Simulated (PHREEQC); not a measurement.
Consider water at 20 °C with 0.0083 mol KH2PO4 and 0.21 mol Na2CO3 per kg of water. Closed to the air; pH follows from the charge balance.

The numbers come from PHREEQC with the ion-association model, phreeqc.dat.

No solid was allowed to form.

### Question
What pH does the model give?

### Answer
pH 10.90.

### Question
In which forms is C present?

### Answer
NaCO3- 49 %, CO3-2 45 %, HCO3- 4.8 % of the C.

Complexes and solids missing from the database can't appear.
